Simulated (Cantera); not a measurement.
## Titanium nitride, carbide and oxide coatings: TiCl₄ + C₃H₈

Feed: 1 mol TiCl₄, 0.1 mol C₃H₈, equilibrated at 75.0 Torr.

Method: chemical equilibrium by Gibbs-energy minimisation in Cantera with the NASA 1993 tables (ideal gas, pure condensed phases). Candidate condensed phases: C, C₆H₆, C₇H₈, C₈H₁₈, Ti, TiC, TiCl₂, TiCl₃, TiCl₄; 96 gas species. The tables' values for TiCl₂ are old estimates; treat these amounts as uncertain. TiC: taken at fixed stoichiometry. Rates play no part.

```json
[
 {"T (K)": "1200", "x TiCl₄": "0.546", "x HCl": "0.220", "x TiCl₃": "0.0798", "x H₂": "0.154", "x Cl": "3.02e-7", "x TiCl₂": "4.80e-6", "x H": "2.45e-7", "x Cl₂": "4.10e-10", "n C(graphite)": "0.247", "n TiC(s)": "0.0529"},
 {"T (K)": "1350", "x TiCl₄": "0.439", "x HCl": "0.297", "x TiCl₃": "0.159", "x H₂": "0.105", "x Cl": "5.77e-6", "x TiCl₂": "5.60e-5", "x H": "2.44e-6", "x Cl₂": "9.16e-9", "n C(graphite)": "0.245", "n TiC(s)": "0.0546"},
 {"T (K)": "1500", "x TiCl₄": "0.330", "x HCl": "0.348", "x TiCl₃": "0.252", "x H₂": "0.0688", "x Cl": "5.95e-5", "x TiCl₂": "0.000376", "x H": "1.46e-5", "x Cl₂": "1.04e-7", "n C(graphite)": "0.261", "n TiC(s)": "0.0391"},
 {"T (K)": "1650", "x TiCl₄": "0.236", "x HCl": "0.376", "x TiCl₃": "0.340", "x H₂": "0.0464", "x Cl": "0.000393", "x TiCl₂": "0.00168", "x H": "6.19e-5", "x Cl₂": "7.19e-7", "n C(graphite)": "0.286", "n TiC(s)": "0.0139"},
 {"T (K)": "1800", "x TiCl₄": "0.174", "x HCl": "0.399", "x TiCl₃": "0.392", "x H₂": "0.0283", "x Cl": "0.00206", "x TiCl₂": "0.00484", "x H": "0.000191", "x Cl₂": "4.23e-6", "n C(graphite)": "0.300", "n TiC(s)": "0"},
 {"T (K)": "1950", "x TiCl₄": "0.141", "x HCl": "0.417", "x TiCl₃": "0.408", "x H₂": "0.0143", "x Cl": "0.00948", "x TiCl₂": "0.00963", "x H": "0.000434", "x Cl₂": "2.44e-5", "n C(graphite)": "0.300", "n TiC(s)": "0"},
 {"T (K)": "2100", "x TiCl₄": "0.110", "x HCl": "0.416", "x TiCl₃": "0.414", "x H₂": "0.00815", "x Cl": "0.0334", "x TiCl₂": "0.0179", "x H": "0.000890", "x Cl₂": "9.89e-5", "n C(graphite)": "0.300", "n TiC(s)": "0"}
]
```
x: gas mole fraction; n: condensed amount in mol.

From 1200 K to 1650 K the condensed part is C(graphite) + TiC(s). From 1800 K to 2100 K the condensed part is C(graphite). The main Ti-bearing gas is TiCl₄ at 1200 K and TiCl₃ at 2100 K.
